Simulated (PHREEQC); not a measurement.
0.1 mol of Cd(OH)2 (Cd(OH)2) is brought to equilibrium with 1 kg of water, with rising amounts of HF, at 25 °C. Oxygen alone is held at its pressure in air (log pO2 = -0.68). CO2 from the air is kept out. Only these solids could form: Cd(OH)2, CdF2.

The numbers come from PHREEQC with the ion-association model, wateq4f.dat.

```tsv
HF added (mol)	pH	F- (mol/kgw)	Cd+2 (mol/kgw)
0	9.33	0	9.95e-6
0.00833	___	0.00807	0.00389
0.0167	8.02	0.0158	0.00748
0.025	___	0.0233	0.0108
0.0333	7.92	0.0305	0.0140
0.0417	___	0.0377	0.0170
0.05	___	0.0446	0.0199
0.0583	7.84	0.0514	0.0227
0.0667	___	0.0582	0.0255
0.075	___	0.0648	0.0281
0.0833	___	0.0712	0.0306
0.0917	7.79	0.0777	0.0331
0.1	7.78	0.0839	0.0354
```

Some entries are withheld; supply them.


- 0.00833, pH: 8.13
- 0.025, pH: 7.96
- 0.0417, pH: 7.89
- 0.05, pH: 7.86
- 0.0667, pH: 7.83
- 0.075, pH: 7.81
- 0.0833, pH: 7.80
